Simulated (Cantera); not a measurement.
# Ignition delay

Mixture: 6.27 % C₂H₄, 22.9 % O₂, 63.9 % N₂, 6.89 % H₂O, equivalence ratio 0.82, at 5930 Torr, adiabatic and at constant pressure. Ignition delay is the time to a rise of 400 K.

Detailed kinetics in Cantera: GRI-Mech 3.0 (53 species, 325 reactions). GRI-Mech 3.0 was tuned for natural gas; its chemistry of ethylene as a main component is partial and can be far from experiment.

```json
[
 {"T0 (K)": "1125", "delay (ms)": "2.50"},
 {"T0 (K)": "1200", "delay (ms)": "0.601"},
 {"T0 (K)": "1275", "delay (ms)": "0.140"},
 {"T0 (K)": "1350", "delay (ms)": "0.0363"},
 {"T0 (K)": "1425", "delay (ms)": "0.0121"},
 {"T0 (K)": "1500", "delay (ms)": "0.00597"},
 {"T0 (K)": "1575", "delay (ms)": "0.00371"},
 {"T0 (K)": "1650", "delay (ms)": "0.00259"},
 {"T0 (K)": "1725", "delay (ms)": "0.00193"},
 {"T0 (K)": "1800", "delay (ms)": "0.00150"}
]
```

```
Property                                               Result
--------------------------------------------------  ---------
apparent activation energy between 1650 and 1800 K  90 kJ/mol
```
